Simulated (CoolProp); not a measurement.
A closed Brayton cycle with dry air: compressor inlet 314.15 K and 1.1 MPa, high pressure 3.11 MPa, turbine inlet 695 K, compressor efficiency 0.89, turbine efficiency 0.93, recuperator effectiveness 0.95 (on enthalpy, no pinch check). Each further row changes one setting.

Model: reference Helmholtz-energy equation of state, Lemmon 2000, in CoolProp. It is a pseudo-pure fit of the blend.

```
case                           thermal efficiency (%)  net work (kJ/kg)  compressor to turbine work  compressor exit (K)  turbine exit (K)
-----------------------------  ----------------------  ----------------  --------------------------  -------------------  ----------------
as stated                                        26.3              46.2                        0.73                436.1             535.3
turbine inlet 645 K                              20.9              33.8                        0.78                436.1             495.5
compressor inlet 324.15 K                        24.1              42.2                        0.75                449.8             535.3
high pressure 2.64 MPa                           28.8              44.5                        0.69                414.5             558.0
recuperator effectiveness 0.5                    20.8              46.2                        0.73                436.1             535.3
```
